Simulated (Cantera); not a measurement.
Fe2O3 + CH4 + CO (carbothermic reduction)

Feed: 1 mol Fe2O3, 1.6 mol CH4, 0.82 mol CO, held at 0.975 Torr.

These are equilibrium values from Cantera (NASA tables, ideal gas, pure condensed phases), not measurements of a reactor. Candidate condensed phases: C, C6H6, C7H8, C8H18, Fe, Fe(CO)5, FeO, Fe(OH)2, Fe(OH)3, Fe2O3, Fe3O4, H2O; 114 gas species. Each liquid is taken as pure. Mutual solubility and eutectic melting of coexisting phases are not modelled. The tables' stoichiometric FeO is somewhat more stable than real wüstite, so its field is too wide. FeO: taken at fixed stoichiometry. Equilibrium is a limit: real reactors are often held back by kinetics, nucleation or transport.

```
T (K)   x H2   x CO      x Fe  x H2O       x H   x CO2      x OH  n Fe(γ)  n FeO(s)  n Fe(δ)  n FeO(l)  n Fe(l)
-----  -----  -----  --------  -----  --------  ------  --------  -------  --------  -------  --------  -------
1300   0.429  0.363   8.40e-7  0.141   2.01e-5  0.0675   8.60e-8     1.77     0.231        0         0        0
1400   0.414  0.367   1.18e-5  0.155   8.68e-5  0.0634   6.47e-7     1.83     0.171        0         0        0
1500   0.401  0.371  0.000115  0.168  0.000309  0.0599   3.70e-6     1.88     0.119        0         0        0
1600   0.390  0.373  0.000843  0.178  0.000941  0.0569   1.69e-5     1.92    0.0756        0         0        0
1700   0.384  0.376   0.00484  0.180   0.00253  0.0516   6.14e-5        0         0     1.88    0.0881        0
1800   0.379  0.375    0.0227  0.173   0.00611  0.0447  0.000184        0         0     1.72     0.145        0
1900   0.349  0.352    0.0857  0.161    0.0130  0.0386  0.000493        0         0        0     0.155     1.31
2000   0.266  0.283     0.251  0.139    0.0233  0.0324   0.00122        0         0        0    0.0532        0
2100   0.247  0.278     0.253  0.140    0.0429  0.0320   0.00291        0         0        0         0        0
2200   0.229  0.274     0.247  0.133    0.0747  0.0302   0.00607        0         0        0         0        0
```
x: gas mole fraction; n: condensed amount in mol.

From 1300 K to 1600 K the condensed part is Fe(γ) + FeO(s). From 1700 K to 1800 K the condensed part is Fe(δ) + FeO(l). At 1900 K the condensed part is Fe(l) + FeO(l). At 2000 K the condensed part is FeO(l). From 2100 K to 2200 K nothing is condensed. The main Fe-bearing gas is Fe throughout.
